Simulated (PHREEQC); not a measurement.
Make-up at 25 °C: 0.00098 mol/kgw NaH2PO4 and 0.027 mol/kgw KNO3. Closed to the air; pH follows from the charge balance.

Model: ion-association model, wateq4f.dat, run in PHREEQC.

No solid was allowed to form.

What pH does the model give?

pH 5.05.

In which forms is P present?

H2PO4- 99 %, HPO4-2 1.1 % of the P.

H3PO4, which wateq4f.dat lacks, is added to it with the constant of phreeqc.dat.
